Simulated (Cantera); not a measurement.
A closed system holds: 1 mol Si, 0.57 mol HCl, 1.9 mol H2, at 1300 K and 2.10 bar.

Cantera equilibrium calculation (NASA polynomials, part measured and part estimated; ideal gas, pure solids and liquids). Candidate condensed phases: Si; 19 gas species. The tables' values for SiCl3 are old estimates; treat these amounts as uncertain. Equilibrium is a limit: real reactors are often held back by kinetics, nucleation or transport.

Base state: H2 0.893, HCl 0.0467, SiCl4 0.0245, SiHCl3 0.0213, SiCl2 0.00652, SiCl3 0.00519, SiH2Cl2 0.00262, SiH3Cl 9.04e-5 (mole fractions); condensed: Si(s).

Problem. What changes in the equilibrium state with this change: pressure from 2.10 bar to 11.0 bar?

Solution. 
```tsv
species	before	after
H2	0.893	0.902
SiHCl3	0.0213	0.0312
HCl	0.0467	0.0307
SiCl4	0.0245	0.0233
SiH3Cl	9.04e-5	0.000314
SiCl2	0.00652	0.00278
SiH2Cl2	0.00262	0.00591
SiCl3	0.00519	0.00330
Si(s), mol	0.858	0.845
```
